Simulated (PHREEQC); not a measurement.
Solution (20 °C): 0.049 mol BaCl2, 0.0006 mol CO2 and 0.00012 mol H4SiO4 per kg of water. Closed to the air; pH follows from the charge balance.

Model: ion-association model, wateq4f.dat, run in PHREEQC.

Q: The ionic strength comes out as 0.147 mol/kgw. What activity coefficients do H+, Cl-, BaHCO3+, Ba+2, HCO3- get?

A: H+ 0.81, Cl- 0.74, BaHCO3+ 0.76, Ba+2 0.33, HCO3- 0.77.

Precipitation was switched off in this run. Examples of supersaturated solids here: Quartz (slow to form). Others may be too.
